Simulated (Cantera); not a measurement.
Cantera run:

```python
import numpy as np
import cantera as ct

gas_names = [...]  # 87 gases of nasa_gas.yaml made of C, H, Si
cond_names = """
    C(gr) C6H6(L) C7H8(L) C8H18(L),n-octa Si(cr) Si(L) SiC(b)
""".split()


# ... load() reads the species with a 1 bar reference pressure and builds the phases ...
atoms = {
    'Si(CH3)4': {'Si': 1, 'C': 4, 'H': 12},
    'C3H8': {'C': 3, 'H': 8},
    'H2': {'H': 2},
}
top_T = {'C(gr)': 4500, 'SiC(b)': 3050}  # K; cautious upper limits of use, not melting points


# ... equilibrate(T, P, feed) seeds the gas with the atoms and calls Mixture.equilibrate('TP', solver="vcs", rtol=1e-11, max_steps=5000) ...
results = []
T = 2148  # K
P = 133.322  # Pa
for m in [250, 310, 390, 480, 600, 750, 930, 1200, 1400]:
    feed = {'Si(CH3)4': 1, 'C3H8': 0.0073, 'H2': m}  # mol
    mix = equilibrate(T, P, feed)
    results.append((T, P, feed, dict(zip(mix.species_names, mix.species_moles))))
    x = sorted(zip(gas.X, gas.species_names), reverse=True)
    print(f"T = {T:g} K  P = {P:g} Pa  n(H2) = {m:g} mol  gas = {mix.phase_moles(0):.4g} mol")
    print("   x: " + "  ".join(f"{s} {v:.3e}" for v, s in x if v > 0.0001))
    print("   condensed (mol): " + ("  ".join(f"{mix.phase(i).name} {mix.phase_moles(i):.4g}"
          for i in range(1, mix.n_phases) if mix.phase_moles(i) > 1e-12) or "none"))
```

Result:

```
T = 2148 K  P = 133.322 Pa  n(H2) = 250 mol  gas = 271.6 mol
   x: H2 8.871e-01  H 1.075e-01  Si 3.291e-03  C2H2,acetylene 1.699e-03  SiC2 2.583e-04
   condensed (mol): C(gr) 2.943
T = 2148 K  P = 133.322 Pa  n(H2) = 310 mol  gas = 335 mol
   x: H2 8.878e-01  H 1.076e-01  Si 2.678e-03  C2H2,acetylene 1.700e-03  SiC2 2.101e-04
   condensed (mol): C(gr) 2.727
T = 2148 K  P = 133.322 Pa  n(H2) = 390 mol  gas = 419.6 mol
   x: H2 8.883e-01  H 1.076e-01  Si 2.145e-03  C2H2,acetylene 1.701e-03  SiC2 1.683e-04
   condensed (mol): C(gr) 2.438
T = 2148 K  P = 133.322 Pa  n(H2) = 480 mol  gas = 514.7 mol
   x: H2 8.887e-01  H 1.076e-01  Si 1.753e-03  C2H2,acetylene 1.702e-03  SiC2 1.375e-04
   condensed (mol): C(gr) 2.112
T = 2148 K  P = 133.322 Pa  n(H2) = 600 mol  gas = 641.5 mol
   x: H2 8.891e-01  H 1.076e-01  C2H2,acetylene 1.703e-03  Si 1.409e-03  SiC2 1.106e-04
   condensed (mol): C(gr) 1.677
T = 2148 K  P = 133.322 Pa  n(H2) = 750 mol  gas = 800.1 mol
   x: H2 8.894e-01  H 1.076e-01  C2H2,acetylene 1.703e-03  Si 1.132e-03
   condensed (mol): C(gr) 1.133
T = 2148 K  P = 133.322 Pa  n(H2) = 930 mol  gas = 990.3 mol
   x: H2 8.896e-01  H 1.077e-01  C2H2,acetylene 1.704e-03  Si 9.156e-04
   condensed (mol): C(gr) 0.4808
T = 2148 K  P = 133.322 Pa  n(H2) = 1200 mol  gas = 1276 mol
   x: H2 8.900e-01  H 1.077e-01  C2H2,acetylene 1.516e-03  Si 7.175e-04
   condensed (mol): none
T = 2148 K  P = 133.322 Pa  n(H2) = 1400 mol  gas = 1487 mol
   x: H2 8.903e-01  H 1.077e-01  C2H2,acetylene 1.306e-03  Si 6.215e-04
   condensed (mol): none
```

Equilibrium computed with Cantera from the NASA thermochemical tables; the gas is ideal and each condensed phase is pure.
